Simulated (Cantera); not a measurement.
An isothermal, constant-pressure homogeneous reactor starts with 0.880 % H2, 9.26 % O2, 89.9 % N2, equivalence ratio 0.048, at 1025 K and 1700 Pa.

Computed with Cantera and the H2/O2 subset of GRI-Mech 3.0, which has no nitrogen chemistry. Radical loss at walls, strong at low pressure, is not modelled.

One state of this run: x H2 = 0.000190; x O2 = 0.0876; x H2O2 = 1.40e-8; x HO2 = 6.97e-7; x O = 0.00249. x: mole fraction; the columns are a selection and need not sum to one.

### Question
Which value of t (s) does it belong to?
(A) 0.238
(B) 0.00975
(C) 0.0820
(D) 0.690

### Answer
C, 0.0820
